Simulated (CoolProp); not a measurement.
Acetone at several states: density (kg/m³) from the reference equation and from simpler models built on Tc = 508.1 K, pc = 4.692 MPa, ω = 0.307; each cubic takes its own stable root.

Values from CoolProp's reference Helmholtz-energy equation of state, Lemmon 2006. It is a short technical equation, of lower accuracy than the large ones.

```json
[
 {"T (K)": "512.8", "p (MPa)": "0.634", "phase": "gas", "reference": "9.119"},
 {"T (K)": "225.8", "p (MPa)": "0.254", "phase": "liquid", "reference": "862.8"},
 {"T (K)": "416.2", "p (MPa)": "0.942", "phase": "gas", "reference": "19.67"},
 {"T (K)": "477.7", "p (MPa)": "0.145", "phase": "gas", "reference": "2.153"},
 {"T (K)": "448.1", "p (MPa)": "0.243", "phase": "gas", "reference": "3.917"}
]
```

How far does each simpler model (van der Waals, Redlich-Kwong, Soave-Redlich-Kwong, Peng-Robinson) lie from the reference over these 5 states: mean and median of the absolute difference, and the worst?


- van der Waals: mean 12.5 %, median 1.3 %, worst -49.5 % at 225.8 K and 0.254 MPa
- Redlich-Kwong: mean 6.7 %, median 0.7 %, worst -24.8 % at 225.8 K and 0.254 MPa
- Soave-Redlich-Kwong: mean 6.1 %, median 0.7 %, worst -23.2 % at 225.8 K and 0.254 MPa
- Peng-Robinson: mean 3.8 %, median 0.4 %, worst -13.8 % at 225.8 K and 0.254 MPa
